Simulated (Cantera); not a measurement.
Premixed flame

A freely propagating, adiabatic, planar premixed flame of 41.2 % H2, 14.7 % O2, 44.1 % N2, unburnt at 700 K and 7.80 atm; mixture-averaged transport, grid criteria slope 0.08 and curve 0.16, no radiation.

Computed with Cantera and the H2/O2 subset of GRI-Mech 3.0, which has no nitrogen chemistry. The hydrogen kinetics of GRI-Mech 3.0 are dated; newer H2 mechanisms differ, most at raised pressure. Burning velocities carry a grid error of a few per cent, more on coarse grids.

```tsv
z (mm)	T (K)	u (m/s)	x H2	x O2	x OH	x HO2	x H	x O
-0.0977	700	14.1	0.412	0.147	<1e-8	<1e-8	<1e-8	<1e-8
-0.0651	700	14.1	0.412	0.147	<1e-8	<1e-8	<1e-8	<1e-8
-0.0489	700	14.1	0.412	0.147	<1e-8	3.23e-8	<1e-8	<1e-8
-0.0326	700	14.1	0.412	0.147	<1e-8	2.32e-6	3.78e-8	1.51e-8
-0.0163	731	14.6	0.405	0.148	5.88e-5	0.000595	0.000152	1.28e-5
-0.00814	999	19.3	0.364	0.142	0.00141	0.00101	0.00555	0.000486
0	1496	27.9	0.267	0.102	0.00495	0.000496	0.0317	0.00397
0.00814	1864	34.2	0.176	0.0458	0.0115	0.000202	0.0575	0.00690
0.0163	2054	37.4	0.139	0.0191	0.0160	7.81e-5	0.0629	0.00695
0.0326	2237	40.3	0.128	0.00710	0.0186	2.67e-5	0.0544	0.00568
0.0651	2405	42.8	0.129	0.00395	0.0176	1.34e-5	0.0403	0.00370
0.130	2549	44.9	0.131	0.00220	0.0146	6.69e-6	0.0276	0.00203
0.261	2656	46.3	0.132	0.00108	0.0111	2.90e-6	0.0183	0.000985
```
x: mole fraction of selected species; z is measured from the peak of heat release.

```
Property                      Value
------------------------  ---------
laminar burning velocity  1410 cm/s
thermal thickness         0.0326 mm
peak x(OH)                   0.0186
peak x(HO2)                 0.00121
peak x(H)                    0.0630
peak x(O)                   0.00709
```
